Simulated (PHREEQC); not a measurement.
# Polishing slurry liquid: an equilibrium model

Dissolve 0.016 mol/kgw KOH, 0.0041 mol/kgw K2SO4 and 0.0017 mol/kgw Na2SO4 at 25 °C. Closed to the air; pH follows from the charge balance.

All values are PHREEQC results (ion-association model, phreeqc.dat), not measurements.

Precipitation was switched off in this run.

Problem. What pH, specific conductance does the model give?

Solution. pH 12.12; specific conductance 5210 µS/cm.

Problem. In which forms is K present?

Solution. K+ 98 %, KSO4- 1.9 % of the K.

Complexes and solids missing from the database can't appear.
